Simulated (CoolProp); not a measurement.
Properties of chlorine along the isobar 0.809 MPa.

Model: reference Helmholtz-energy equation of state, Thol 2021, in CoolProp.

```
T (°C)   phase  cp (kJ/(kg K))  isothermal compressibility (1/MPa)
------  ------  --------------  ----------------------------------
7.15    liquid          0.9678                            0.001715
12.25   liquid          0.9739                            0.001834
17.35   liquid             ___                            0.001966
22.45   liquid             ___                            0.002113
27.55      gas             ___                                 ___
32.65      gas          0.5906                               1.394
37.75      gas          0.5839                               1.383
42.85      gas          0.5780                               1.372
47.95      gas          0.5727                               1.363
53.05      gas          0.5681                                 ___
58.15      gas          0.5640                               1.347
63.25      gas          0.5603                                 ___
68.45      gas          0.5569                                 ___
```

Q: Complete the blanks.

A: 
- 17.35, cp (kJ/(kg K)): 0.9808
- 22.45, cp (kJ/(kg K)): 0.9884
- 27.55, cp (kJ/(kg K)): 0.5983
- 27.55, isothermal compressibility (1/MPa): 1.408
- 53.05, isothermal compressibility (1/MPa): 1.354
- 63.25, isothermal compressibility (1/MPa): 1.340
- 68.45, isothermal compressibility (1/MPa): 1.333
